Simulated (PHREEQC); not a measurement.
Solution (25 °C): 0.021 mol HF, 4.3e-05 mol NaF and 0.0047 mol HCl per kg of water. Closed to the air; pH follows from the charge balance.

Equilibrium calculation in PHREEQC: ion-association model, phreeqc.dat.

Precipitation was switched off in this run.

**Question.** Order these F species by the share of F that they hold, largest first: HF, F-, HF2-.

**Answer.** HF (88 %), F- (10 %), HF2- (1.4 %)

The pH is 2.19 and the ionic strength 0.00697 mol/kgw. Species that the database lacks are ignored.
